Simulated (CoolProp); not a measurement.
Properties of R124 along the isobar 14300 kPa.

Values from CoolProp's reference Helmholtz-energy equation of state, de Vries 1995.

```csv
T (K),phase,cp (kJ/(kg K)),cv (kJ/(kg K)),viscosity (µPa s),Prandtl number
337.9,liquid,1.139,0.8056,212,3.61
348.1,liquid,1.156,0.8165,193,3.45
358.2,liquid,1.173,0.8274,176,3.30
368.4,liquid,1.192,0.8385,161,3.17
378.6,liquid,1.211,0.8497,147,3.04
388.7,liquid,1.231,0.8609,135,2.92
398.9,supercritical,1.253,0.8723,124,2.80
409,supercritical,1.275,0.8837,114,2.69
419.2,supercritical,1.298,0.8952,105,2.58
429.4,supercritical,1.321,0.9069,96.5,2.47
439.5,supercritical,1.342,0.9185,89.4,2.37
449.7,supercritical,1.360,0.9302,83.1,2.27
459.8,supercritical,1.375,0.9417,77.4,2.17
470,supercritical,1.385,0.9534,71.9,2.05
```

Viscosity comes from a separate model (Bell 2016), an estimate that may be off by 10 % or more. Thermal conductivity comes from a separate model (Huber 2003), an estimate that may be off by 10 % or more.
